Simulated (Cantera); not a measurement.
MgO + H2S + N2 (roasting and sulfation)

A closed system holds: 1 mol MgO, 0.16 mol H2S, 2.5 mol N2, at 54.0 mbar.

Cantera equilibrium calculation (NASA polynomials, part measured and part estimated; ideal gas, pure solids and liquids). Candidate condensed phases: H2O, H2SO4, Mg, MgO, Mg(OH)2, MgS, MgSO4, S; 43 gas species. Mutual solubility and eutectic melting of coexisting phases are not modelled. Gases not in the tables: S3 to S7. Kinetics and transport are ignored.

From 1175 K to 1675 K the condensed part is MgO(s) + MgS(s). From 1775 K to 1875 K the condensed part is MgO(s).

```tsv
T (K)	x N2	x H2	x S2	x H2S	x SH	x H2O	x Mg	x S	n MgO(s)	n MgS(s)
1175	0.925	0.0319	0.0159	0.0253	7.02e-5	0.00193	6.22e-12	1.81e-7	0.995	0.00522
1275	0.921	0.0400	0.0199	0.0172	0.000160	0.00171	4.46e-10	1.15e-6	0.995	0.00465
1375	0.918	0.0459	0.0229	0.0113	0.000305	0.00141	1.75e-8	5.44e-6	0.996	0.00386
1475	0.916	0.0498	0.0247	0.00748	0.000514	0.00113	4.24e-7	2.05e-5	0.997	0.00310
1575	0.915	0.0522	0.0259	0.00502	0.000791	0.000897	6.86e-6	6.46e-5	0.998	0.00246
1675	0.914	0.0537	0.0265	0.00346	0.00114	0.000714	7.98e-5	0.000176	0.998	0.00177
1775	0.913	0.0544	0.0269	0.00244	0.00156	0.000641	0.000628	0.000427	0.998	0
1875	0.911	0.0538	0.0267	0.00173	0.00201	0.00146	0.00154	0.000934	0.995	0
```
x: gas mole fraction; n: condensed amount in mol.
